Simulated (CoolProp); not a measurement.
A single-stage vapour-compression cycle with propylene: evaporating at 245.15 K (dew point), condensing at 289.15 K (bubble point), superheat 0 K, subcooling 0 K, compressor efficiency 0.8, no pressure losses. Each further row changes one setting.

Computed with CoolProp (reference Helmholtz-energy equation of state, Lemmon 2013).

| case | cooling COP | pressure ratio | discharge temperature (K) | refrigerating effect (kJ/kg) | volumetric capacity (kJ/m³) |
|---|---|---|---|---|---|
| as stated | 3.65 | 4.01 | 312.8 | 310 | 1560 |
| evaporating temperature 250.15 K | 4.29 | 3.34 | 309.4 | 315 | 1890 |
| condensing temperature 284.15 K | 4.24 | 3.50 | 305.9 | 322 | 1620 |
| subcooling 5 K | 3.80 | 4.01 | 312.8 | 322 | 1620 |
| superheat 10 K | 3.64 | 4.01 | 323.3 | 324 | 1560 |
| compressor efficiency 0.7 | 3.20 | 4.01 | 319.5 | 310 | 1560 |
